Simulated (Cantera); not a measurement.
Input: 1 mol N2O, 0.06 mol SO2, 0.66 mol O2, at 2277 °C and 0.00300 bar.

Cantera equilibrium calculation (NASA polynomials, part measured and part estimated; ideal gas, pure solids and liquids). Candidate condensed phases: S; 17 gas species. Equilibrium is a limit: real reactors are often held back by kinetics, nucleation or transport.

Base state: N2 0.392, O2 0.359, O 0.202, NO 0.0231, SO2 0.0196, SO 0.00442, S 0.000245 (mole fractions); condensed: gas only.

**Question.** What changes in the equilibrium state with this change: temperature from 2277 °C to 3200 °C?

**Answer.** 
```
species    before    after
-------  --------  -------
O           0.202    0.682
N2          0.392    0.284
S        0.000245   0.0161
O2          0.359  0.00659
SO2        0.0196  1.64e-5
NO         0.0231  0.00832
N         5.26e-6  0.00189
SO        0.00442  0.00120
```
